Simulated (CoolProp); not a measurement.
The numbers come from the reference Helmholtz-energy equation of state, Wagner 2002 in CoolProp.

Q: Give the vapour pressure (kPa), liquid density (kg/m³), vapour density (kg/m³) of saturated water at 492.8, 502.6, 512.3 K.

A: 
| T (K) | p (kPa) | liquid density (kg/m³) | vapour density (kg/m³) |
|---|---|---|---|
| 492.8 | 2300 | 841 | 11.5 |
| 502.6 | 2770 | 828 | 13.8 |
| 512.3 | 3300 | 815 | 16.5 |
